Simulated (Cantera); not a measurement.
Charge: 1 mol FeCl3, 0.096 mol H2O, 0.1 mol N2, at 1150 °C and 2.20 mbar.

Method: chemical equilibrium by Gibbs-energy minimisation in Cantera with the NASA 1993 tables (ideal gas, pure condensed phases). Candidate condensed phases: Fe, FeCl2, FeCl3, FeO, Fe(OH)2, Fe(OH)3, Fe2O3, Fe3O4, H2O, NH4Cl; 37 gas species. Equilibrium is a limit: real reactors are often held back by kinetics, nucleation or transport.

Base state: FeCl2 0.486, Cl 0.213, HCl 0.100, Cl2 0.0867, N2 0.0523, FeCl3 0.0365, O2 0.0250, NO 7.32e-5 (mole fractions); condensed: gas only.

What changes in the equilibrium state with this change: H2O from 0.096 to 9.3 mol?


| species | before | after |
|---|---|---|
| H2O | 3.48e-5 | 0.715 |
| HCl | 0.100 | 0.261 |
| N2 | 0.0523 | 0.00908 |
| FeCl2 | 0.486 | 0.00452 |
| Cl | 0.213 | 0.00286 |
| FeCl3 | 0.0365 | 4.58e-6 |
| Cl2 | 0.0867 | 1.57e-5 |
| O2 | 0.0250 | 0.00760 |
| H2 | 3.01e-9 | 0.000112 |
| Fe2Cl4 | 3.75e-5 | 3.25e-9 |
| ClO | 4.30e-5 | 3.19e-7 |
| OH | 1.96e-6 | 0.000208 |
| NO | 7.32e-5 | 1.68e-5 |
| Fe3O4(s), mol | 0 | 0.317 |
